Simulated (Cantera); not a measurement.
Thermodynamics of silicon epitaxy and polysilicon growth, feed SiH4 + Cl2 + H2

Charge: 1 mol SiH4, 0.18 mol Cl2, 55 mol H2, at 1330 Pa.

Cantera equilibrium calculation (NASA polynomials, part measured and part estimated; ideal gas, pure solids and liquids). Candidate condensed phases: Si; 19 gas species. The tables' values for SiCl are old estimates; treat these amounts as uncertain. Gases not in the tables: Si2H6 and higher silanes. Kinetics and transport are ignored.

```
T (K)  log p H2  log p HCl  log p H  log p Si  n Si(s)  n Si(l)
-----  --------  ---------  -------  --------  -------  -------
1098      -1.88      -4.09    -8.55    -13.66    0.994        0
1173      -1.88      -4.09    -7.87    -12.31    0.995        0
1248      -1.88      -4.09    -7.27    -11.11    0.994        0
1323      -1.88      -4.09    -6.74    -10.05    0.994        0
1398      -1.88      -4.09    -6.26     -9.11    0.994        0
1473      -1.88      -4.09    -5.84     -8.26    0.993        0
1548      -1.88      -4.09    -5.45     -7.50    0.993        0
1623      -1.88      -4.09    -5.10     -6.81    0.991        0
1698      -1.88      -4.10    -4.78     -6.18        0    0.988
1773      -1.88      -4.09    -4.49     -5.67        0    0.981
```
log p: log10 of the partial pressure in bar; n: condensed amount in mol.

From 1098 K to 1623 K the condensed part is Si(s). From 1698 K to 1773 K the condensed part is Si(l). The main Si-bearing gas is SiCl2 at 1098 K and Si at 1773 K. The share of Si in condensed phases is highest at 1173 K (99.5 %) and lowest at 1773 K (98.1 %).
